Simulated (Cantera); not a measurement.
An isothermal, constant-pressure homogeneous reactor starts with H2 : O2 : N2 = 0.0082 : 1 : 0.39 (molar parts), at 1250 K and 0.00870 bar. Integrator tolerance rtol = 1e-08.

Model: GRI-Mech 3.0 (53 species, 325 reactions), integrated in Cantera. Radical loss at walls, strong at low pressure, is not modelled.

### Question
What does this change do: temperature 1250 to 1050 K?

### Answer
| quantity | before | after |
|---|---|---|
| x(H2) at 60.0 s | 2.51e-8 (gas-phase equilibrium 2.59e-9) | 3.68e-9 (gas-phase equilibrium 2.72e-11) |
| x(O2) at 60.0 s | 0.714 (gas-phase equilibrium 0.714) | 0.714 (gas-phase equilibrium 0.714) |
| x(NO) at 60.0 s | 3.84e-8 (gas-phase equilibrium 0.000312) | 5.98e-9 (gas-phase equilibrium 5.84e-5) |
| x(N2O) at 60.0 s | 5.69e-9 (gas-phase equilibrium 1.18e-9) | 4.41e-9 (gas-phase equilibrium 2.54e-10) |
| x(H2O2) at 60.0 s | 1.34e-10 (gas-phase equilibrium 1.71e-11) | 2.37e-10 (gas-phase equilibrium 2.40e-12) |
| x(NO2) at 60.0 s | 1.82e-11 (gas-phase equilibrium 7.17e-7) | 8.15e-12 (gas-phase equilibrium 3.86e-7) |
| x(O) at 60.0 s | 6.11e-6 (gas-phase equilibrium 6.31e-7) | 7.93e-7 (gas-phase equilibrium 6.10e-9) |
